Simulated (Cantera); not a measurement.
Input: 1 mol SiC, 0.73 mol C, 1.9 mol N₂, held at 2175 °C and 0.330 bar.

Equilibrium computed with Cantera from the NASA thermochemical tables; the gas is ideal and each condensed phase is pure. Candidate condensed phases: C, Si, SiC, Si₃N₄; 20 gas species. The tables' values for SiN are old estimates; treat these amounts as uncertain. Kinetics and transport are ignored.

Base state: N₂ 0.997, Si 0.00204, SiC₂ 0.000455, Si₂C 0.000255, SiN 0.000128, CN 0.000115, C₂N₂ 5.63e-5, Si₂N 2.49e-5 (mole fractions); condensed: C(graphite) + SiC(s).

Question: What changes in the equilibrium state with this change: temperature from 2175 °C to 1702 °C?

Answer: 
| species | before | after |
|---|---|---|
| N₂ | 0.997 | 1.000 |
| Si | 0.00204 | 4.89e-6 |
| C₂N₂ | 5.63e-5 | 1.44e-6 |
| SiC₂ | 0.000455 | 1.80e-7 |
| Si₂ | 1.07e-5 | 2.38e-9 |
| Si₂C | 0.000255 | 1.20e-7 |
| C(graphite), mol | 0.733 | 0.730 |
| SiC(s), mol | 0.994 | 1.000 |
